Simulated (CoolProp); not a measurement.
Vapour-liquid equilibrium of R152A (1) + n-pentane (2) at 0.309 MPa; x and y are mole fractions of (1).

Values from CoolProp's multi-fluid Helmholtz-energy mixture model, Outcalt 1996 and Thol 2019; pair parameters Bell 2016.

Give the bubble temperature and the first vapour's composition at x = 0.2, 0.5, 0.8. Is there an azeotrope?

x = 0.2: 22.0 °C, y = 0.816; x = 0.5: 10.7 °C, y = 0.897; x = 0.8: 7.2 °C, y = 0.933. No azeotrope shows between x = 0.05 and 0.95.

The pair parameters rest on a limited set of measurements; away from them the model extrapolates. With so large a gap from Raoult's law the liquid may split in two, which this calculation doesn't test in full.
